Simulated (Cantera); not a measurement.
Charge: 1 mol Si3N4, 0.01 mol CO2, 350 mol N2, at 23.0 mbar.

Cantera equilibrium calculation (NASA polynomials, part measured and part estimated; ideal gas, pure solids and liquids). Candidate condensed phases: C, Si, SiC, SiO2, Si2N2O, Si3N4; 34 gas species. Mutual solubility and eutectic melting of coexisting phases are not modelled. The tables' values for SiN are old estimates; treat these amounts as uncertain. Equilibrium is a limit: real reactors are often held back by kinetics, nucleation or transport. All values below are at 1925 K.

Base state: N2 0.999, Si 0.000757, Si2N 5.08e-5, SiO 4.66e-5, SiN 3.60e-5, Si2C 1.49e-5, CO 1.01e-5 (mole fractions); condensed: Si(l) + SiC(s).

Problem. What changes in the equilibrium state with this change: CO2 from 0.01 to 0.26 mol?

Solution. 
| species | before | after |
|---|---|---|
| N2 | 0.999 | 0.998 |
| SiO | 4.66e-5 | 0.00121 |
| Si | 0.000757 | 0.000757 |
| CO | 1.01e-5 | 0.000263 |
| Si2N | 5.08e-5 | 5.07e-5 |
| SiN | 3.60e-5 | 3.59e-5 |
| Si(l), mol | 2.65 | 2.08 |
| SiC(s), mol | 0.00113 | 0.162 |
